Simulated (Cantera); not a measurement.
A counterflow diffusion flame at 100000 Pa, nozzles 20 mm apart: fuel side 100 % CH4 at 573 K, oxidiser side 22.0 % O2, 78.0 % N2 at 375 K, fuel mass flux 0.63 times the oxidiser's; mixture-averaged transport, no radiation.

Computed with Cantera and GRI-Mech 3.0 (53 species, 325 reactions). GRI-Mech 3.0 has no aromatics or soot, which form on the fuel side of real flames. The maximum strain rate includes the flame's own expansion and is several times the mean.

x: mole fraction; the columns are a selection and need not sum to one.

```
oxidiser flux (kg/m²/s)  max strain (1/s)  mean strain (1/s)  T max (K)  peak x OH  peak x H  peak x NO  peak x CO  peak x C2H2
-----------------------  ----------------  -----------------  ---------  ---------  --------  ---------  ---------  -----------
0.25                                  178               36.9       2131    0.00841   0.00427   0.000282     0.0574       0.0149
0.38                                  263               56.1       2113    0.00834   0.00450   0.000255     0.0562       0.0137
0.57                                  [?]               84.1       2097    0.00827   0.00473        [?]     0.0554          [?]
0.86                                  549                127       2080    0.00814   0.00495   0.000195     0.0550       0.0116
1.3                                   795                192       2058    0.00786   0.00509   0.000157     0.0547       0.0104
2                                     [?]                295       2026    0.00735   0.00509        [?]     0.0546          [?]
3                                    1630                443       1986    0.00659   0.00485    7.11e-5     0.0550      0.00712
```

Problem. What belongs in the gaps?

Solution. 
- 0.57, max strain (1/s): 380
- 0.57, peak x NO: 0.000227
- 0.57, peak x C2H2: 0.0126
- 2, max strain (1/s): 1160
- 2, peak x NO: 0.000113
- 2, peak x C2H2: 0.00891
